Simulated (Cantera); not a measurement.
Input: 1 mol C2F6, 0.051 mol HCl, equilibrated at 0.0548 Torr.

Cantera equilibrium calculation (NASA polynomials, part measured and part estimated; ideal gas, pure solids and liquids). Candidate condensed phases: C, C6H6, C7H8, C8H18; 118 gas species. The feed counts by its element totals alone. Kinetics and transport are ignored.

**Question.** Which condensed phases are stable at each of these points (T (K)): 2248, 2323, 2398, 2473, 2548, 2623, 2698?

**Answer.** 
```json
[
 {"T (K)": "2248", "condensed phases": "C(graphite)", "C condensed (%)": "82.0"},
 {"T (K)": "2323", "condensed phases": "C(graphite)", "C condensed (%)": "86.5"},
 {"T (K)": "2398", "condensed phases": "C(graphite)", "C condensed (%)": "87.3"},
 {"T (K)": "2473", "condensed phases": "C(graphite)", "C condensed (%)": "84.0"},
 {"T (K)": "2548", "condensed phases": "C(graphite)", "C condensed (%)": "72.4"},
 {"T (K)": "2623", "condensed phases": "C(graphite)", "C condensed (%)": "38.9"},
 {"T (K)": "2698", "condensed phases": "gas only", "C condensed (%)": "0.0"}
]
```

From 2248 K to 2623 K the condensed part is C(graphite). At 2698 K nothing is condensed.
